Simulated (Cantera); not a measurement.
A closed system holds: 1 mol Cr, 1.2 mol NH3, 51 mol N2, held at 1723 K.

These are equilibrium values from Cantera (NASA tables, ideal gas, pure condensed phases), not measurements of a reactor. Candidate condensed phases: Cr, CrN, Cr2N; 11 gas species. Rates play no part.

Which condensed phases are stable at each of these points (P (Pa)): 0.100, 2.50, 63, 1600, 40000, 1000000?


| P (Pa) | condensed phases | Cr condensed (%) |
|---|---|---|
| 0.100 | gas only | 0.0 |
| 2.50 | gas only | 0.0 |
| 63 | gas only | 0.0 |
| 1600 | Cr(s) | 90.0 |
| 40000 | Cr(s) | 99.6 |
| 1000000 | Cr2N(s) | 100.0 |

From 0.000750 Torr to 0.473 Torr nothing is condensed. From 12.0 Torr to 300 Torr the condensed part is Cr(s). At 7500 Torr the condensed part is Cr2N(s).
